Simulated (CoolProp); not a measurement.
Model: reference Helmholtz-energy equation of state, Gao 2016, in CoolProp.

Problem. For sulfur dioxide, give the phase and the cv (kJ/(kg K)), speed of sound (m/s) at 230.95 °C and 4.67 bar; 230.95 °C and 40.4 bar.

Solution. 
- 230.95 °C and 4.67 bar: gas; cv 0.602, speed of sound 280
- 230.95 °C and 40.4 bar: gas; cv 0.634, speed of sound 266
